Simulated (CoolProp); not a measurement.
Properties of ethane at several states.

Computed with CoolProp (reference Helmholtz-energy equation of state, Bücker 2006).

| T (°C) | p (MPa) | phase | cp (kJ/(kg K)) | Joule-Thomson coefficient (K/MPa) | isothermal compressibility (1/MPa) | Prandtl number |
|---|---|---|---|---|---|---|
| 301.15 | 23.4 | supercritical | 3.306 | 0.9277 | 0.03829 | 1.02 |
| -109.85 | 0.0146 | gas | 1.331 | 49.39 | 68.97 | 0.908 |
| 177.05 | 0.0157 | gas | 2.389 | 3.705 | 63.71 | 0.724 |
| 141.95 | 0.629 | gas | 2.271 | 4.620 | 1.616 | 0.746 |

Viscosity comes from a separate model (Friend 1991). Thermal conductivity comes from a separate model (Friend 1991).
